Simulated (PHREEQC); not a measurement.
0.04 g of hydrous ferric oxide (600 m²/g; 0.2 weak and 0.005 strong sites per Fe, Dzombak-Morel constants, diffuse double layer) in 1 kg of water with 0.1 mol/kgw of an inert sodium salt and 4.7e-07 mol/kgw Ag2SO4 and 7.7e-06 mol/kgw BaCl2, at 25 °C; the pH is set by adding NaOH or the inert anion's acid. Oxygen alone is held at its pressure in air (log pO2 = -0.68). CO2 from the air is kept out. Precipitation was switched off in this run.

Base run: PHREEQC, ion-association model, wateq4f.dat. Each further column changes one thing. The table gives Ag sorbed (%).

```json
[
 {"pH": "4", "base": "0.0", "no electrostatic term (-no_edl)": "0.0", "background salt from 0.1 to 0.01 mol/kgw": "0.0", "oxide from 0.04 to 0.2 g/kgw": "0.0"},
 {"pH": "4.67", "base": "0.0", "no electrostatic term (-no_edl)": "0.0", "background salt from 0.1 to 0.01 mol/kgw": "0.1", "oxide from 0.04 to 0.2 g/kgw": "0.2"},
 {"pH": "6", "base": "2.1", "no electrostatic term (-no_edl)": "0.2", "background salt from 0.1 to 0.01 mol/kgw": "2.7", "oxide from 0.04 to 0.2 g/kgw": "9.6"},
 {"pH": "6.67", "base": "9.7", "no electrostatic term (-no_edl)": "2.5", "background salt from 0.1 to 0.01 mol/kgw": "11.4", "oxide from 0.04 to 0.2 g/kgw": "35.2"},
 {"pH": "7.33", "base": "31.2", "no electrostatic term (-no_edl)": "19.5", "background salt from 0.1 to 0.01 mol/kgw": "34.1", "oxide from 0.04 to 0.2 g/kgw": "71.1"},
 {"pH": "8.67", "base": "66.9", "no electrostatic term (-no_edl)": "81.6", "background salt from 0.1 to 0.01 mol/kgw": "57.9", "oxide from 0.04 to 0.2 g/kgw": "96.2"},
 {"pH": "9.33", "base": "64.9", "no electrostatic term (-no_edl)": "91.2", "background salt from 0.1 to 0.01 mol/kgw": "54.7", "oxide from 0.04 to 0.2 g/kgw": "98.7"},
 {"pH": "10", "base": "76.8", "no electrostatic term (-no_edl)": "93.8", "background salt from 0.1 to 0.01 mol/kgw": "76.2", "oxide from 0.04 to 0.2 g/kgw": "99.6"},
 {"pH": "11.33", "base": "96.5", "no electrostatic term (-no_edl)": "93.5", "background salt from 0.1 to 0.01 mol/kgw": "97.6", "oxide from 0.04 to 0.2 g/kgw": "100.0"},
 {"pH": "12", "base": "97.3", "no electrostatic term (-no_edl)": "86.9", "background salt from 0.1 to 0.01 mol/kgw": "98.3", "oxide from 0.04 to 0.2 g/kgw": "100.0"}
]
```
